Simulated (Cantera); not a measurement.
A Cantera script and its output.

```python
import numpy as np
import cantera as ct

gas = ct.Solution("gri30.yaml")
gas.TPX = 1350, 17000, {'H2': 0.41, 'O2': 1, 'N2': 9.4}
reactor = ct.IdealGasConstPressureReactor(gas, energy="off", clone=False)
net = ct.ReactorNet([reactor])
net.rtol, net.atol = 1e-08, 1e-18
show = ['H2', 'O2', 'NO2', 'H2O2', 'NO', 'O']
times = np.geomspace(1e-06, 4, 10)

steps = ct.SolutionArray(gas, extra=["t"])
rows = []
print(f"{'t/s':>10s}{'T/K':>9s}{'P/Pa':>11s}" + "".join(f"{s:>11s}" for s in show))
for t in times:
    while net.time < t:
        t_next = net.step()
        steps.append(gas.state, t=t_next)
    rows.append([np.interp(t, steps.t, y) for y in (steps.T, steps.P, *steps(*show).X.T)])
    print(f"{t:10.3e}{rows[-1][0]:9.1f}{rows[-1][1]:11.4g}" + "".join(f"{x:11.3e}" for x in rows[-1][2:]))
rate = np.gradient(steps.T, steps.t)
print("integrator steps:", len(steps.t))
if steps.T.max() > steps.T[0] + 200:
    print(f"time of steepest temperature rise: {steps.t[rate.argmax()]:.4e} s")
gas.TPX = 1350, 17000, {'H2': 0.41, 'O2': 1, 'N2': 9.4}
gas.equilibrate("TP")
print(f"equilibrium (TP): T = {gas.T:.1f} K  " + "  ".join(f"{s} {gas[s].X[0]:.3e}" for s in show))
```

It prints:

```
       t/s      T/K       P/Pa         H2         O2        NO2       H2O2         NO          O
 1.000e-06   1350.0    1.7e+04  3.793e-02  9.251e-02  6.569e-31  3.266e-14  3.880e-22  1.277e-11
 5.415e-06   1350.0    1.7e+04  3.793e-02  9.251e-02  1.103e-27  9.398e-13  6.108e-20  3.237e-10
 2.932e-05   1350.0    1.7e+04  3.793e-02  9.251e-02  3.672e-24  2.630e-11  9.864e-18  7.267e-09
 1.587e-04   1350.0    1.7e+04  3.791e-02  9.250e-02  1.559e-19  8.590e-10  1.644e-14  3.264e-06
 8.595e-04   1350.0    1.7e+04  2.148e-03  7.187e-02  1.679e-10  2.794e-07  2.362e-06  9.834e-03
 4.654e-03   1350.0    1.7e+04  5.091e-04  7.400e-02  1.113e-09  2.190e-07  5.518e-06  1.972e-03
 2.520e-02   1350.0    1.7e+04  2.054e-05  7.487e-02  7.935e-09  3.862e-08  5.643e-06  7.796e-05
 1.364e-01   1350.0    1.7e+04  1.278e-06  7.494e-02  1.022e-08  4.602e-09  5.647e-06  5.025e-06
 7.388e-01   1350.0    1.7e+04  1.704e-07  7.496e-02  8.887e-09  7.685e-10  5.650e-06  6.839e-07
 4.000e+00   1350.0    1.7e+04  7.137e-08  7.496e-02  1.226e-08  3.506e-10  5.648e-06  2.861e-07
integrator steps: 1768
equilibrium (TP): T = 1350.0 K  H2 7.043e-08  O2 7.479e-02  NO2 7.530e-07  H2O2 3.457e-10  NO 3.445e-04  O 2.817e-07
```

Cantera simulation using GRI-Mech 3.0 (53 species, 325 reactions); the numbers are that mechanism's predictions, not measurements. The temperature is held fixed by assumption; the heat of reaction is taken as removed at once.
